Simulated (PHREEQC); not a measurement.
PHREEQC input (ion-association model, wateq4f.dat):

```
SOLUTION_MASTER_SPECIES
  An  An-  0  An  62.0  # stands for a non-complexing anion
SOLUTION_SPECIES
  An- = An-
    -log_k 0
    -gamma 3.0 0
PHASES
  Fix_H+
    H+ = H+
    -log_k 0
SOLUTION 1
  temp 25
  units mmol/kgw
  pH 7 charge
  F 0.00034
  Na 300
  An 300
END
SELECTED_OUTPUT 1
  -reset false
  -pH true
  -pe true
  -ionic_strength true
  -water true
  -totals F Na
  -molalities Hfo_wOH Hfo_wOH2+ Hfo_wO- Hfo_sOH Hfo_sOH2+ Hfo_sO- Hfo_wF Hfo_wOHF-
USER_PUNCH 1
  -headings sigma psi
  10 PUNCH EDL("sigma", "Hfo"), EDL("psi", "Hfo")
PRINT
  -reset false
USE solution 1
SURFACE 1
  Hfo_wOH 0.000247191 600 0.11
  Hfo_sOH 6.17978e-06
EQUILIBRIUM_PHASES 1
  Fix_H+ -4 HAn 10
    -force_equality true
  O2(g) -0.68 10
END
# ... the last block is repeated for the other 12 points of pH, with NaOH or the acid as the point needs
```

Selected output (columns that matter, 13 of 13 rows; pH added in front):

```
pH	mu	F	Na	m_Hfo_wOH	m_Hfo_wOH2+	m_Hfo_wO-	m_Hfo_sOH	m_Hfo_sOH2+	m_Hfo_sO-	m_Hfo_wF	m_Hfo_wOHF-	sigma	psi
4	0.30025	2.3369e-07	0.3	1.4294e-05	0.00023277	2.0109e-08	3.5751e-07	5.8218e-06	5.0295e-10	9.7167e-08	9.1474e-09	0.34878	0.12294
4.5	0.30015	2.396e-07	0.3	3.4473e-05	0.00021249	1.2812e-07	8.6218e-07	5.3144e-06	3.2044e-09	8.0402e-08	1.9996e-08	0.31821	0.11832
5	0.30011	2.5629e-07	0.3	6.6501e-05	0.00018004	5.627e-07	1.6631e-06	4.5026e-06	1.4072e-08	5.3447e-08	3.0263e-08	0.26892	0.10988
5.5	0.30008	2.7917e-07	0.3	0.0001033	0.00014211	1.7203e-06	2.5832e-06	3.5535e-06	4.3019e-08	2.8769e-08	3.2061e-08	0.21033	0.097696
6	0.30005	3.0153e-07	0.3	0.00013641	0.00010675	3.9932e-06	3.4108e-06	2.6692e-06	9.9845e-08	1.3e-08	2.5466e-08	0.15395	0.08261
6.5	0.30004	3.1858e-07	0.3	0.00016138	7.8151e-05	7.6346e-06	4.035e-06	1.9539e-06	1.9088e-07	5.1418e-09	1.6277e-08	0.10565	0.065363
7	0.30002	3.293e-07	0.3	0.00017758	5.6903e-05	1.2696e-05	4.4397e-06	1.4226e-06	3.1741e-07	1.8497e-09	8.8495e-09	0.066234	0.046394
7.5	0.30001	3.351e-07	0.3	0.00018638	4.1733e-05	1.9069e-05	4.6597e-06	1.0433e-06	4.7675e-07	6.2478e-10	4.2776e-09	0.033956	0.026025
8	0.3	3.3788e-07	0.3	0.00018964	3.0752e-05	2.6792e-05	4.7412e-06	7.6881e-07	6.6981e-07	2.027e-10	1.9163e-09	0.0059317	0.0047363
8.5	0.30001	3.3911e-07	0.30002	0.00018841	2.2283e-05	3.6495e-05	4.7103e-06	5.5708e-07	9.1239e-07	6.3914e-11	8.2846e-10	-0.021299	-0.016733
9	0.30003	3.3962e-07	0.30005	0.00018226	1.5347e-05	4.9585e-05	4.5565e-06	3.8367e-07	1.2396e-06	1.9581e-11	3.5649e-10	-0.05131	-0.037584
9.5	0.30008	3.3984e-07	0.30011	0.00016955	9.6933e-06	6.7943e-05	4.2389e-06	2.4233e-07	1.6986e-06	5.7639e-12	1.5456e-10	-0.087292	-0.057214
10	0.30019	3.3993e-07	0.30024	0.00014853	5.42e-06	9.3243e-05	3.7132e-06	1.355e-07	2.3311e-06	1.597e-12	6.709e-11	-0.13161	-0.075258
```

Species that the database lacks are ignored.
